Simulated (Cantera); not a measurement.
**BCl3 + O2 + H2O (boron, boron nitride and boron oxide)**

Feed: 1 mol BCl3, 1.7 mol O2, 1.7 mol H2O, held at 1875 K and 9.00 Torr.

Equilibrium computed with Cantera from the NASA thermochemical tables; the gas is ideal and each condensed phase is pure. Candidate condensed phases: B, B2O3, B3O3H3, H2O; 33 gas species. The tables' values for BOCl are old estimates; treat these amounts as uncertain. Rates play no part.

```yaml
x(HCl): 0.365
x(O2): 0.258
x(Cl): 0.161
x(HBO2): 0.123
x(H2O): 0.0561
x(B2O3): 0.0227
x(BO2): 0.00672
x(BOCl): 0.00279
x(OH): 0.00254
gas_amount: 5.638 mol
log10 activity of B(s) (absent): -10.51
log10 activity of B3O3H3(s) (absent): -27.02
```
